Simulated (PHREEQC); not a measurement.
Dissolve 4.2 mmol/kgw Cu(NO3)2, 0.17 mmol/kgw HNO3 and 0.5 mmol/kgw FeCl3 at 25 °C. Closed to the air; pH follows from the charge balance.

All values are PHREEQC results (ion-association model, phreeqc.dat), not measurements.

- pH = 3.18
- ionic strength = 0.0148 mol/kgw
- total alkalinity = -1.17 meq/kg

```
species     molality  activity   log γ
----------  --------  --------  ------
NO3-         0.00857   0.00754  -0.055
Cu+2         0.00419   0.00264  -0.200
Cl-          0.00149   0.00131  -0.054
H+          0.000730  0.000657  -0.046
FeOH+2      0.000318  0.000198  -0.207
Fe(OH)2+    0.000112   9.97e-5  -0.051
Fe+3         5.18e-5   2.01e-5  -0.410
CuCl+        1.06e-5   9.35e-6  -0.053
Fe2(OH)2+4   7.43e-6   1.05e-6  -0.848
FeCl+2       1.29e-6   7.99e-7  -0.207
```

No solid was allowed to form. Saturation is exceeded, for instance for Hematite (slow to form), Goethite (slow to form); the values hold only as long as no solid forms.
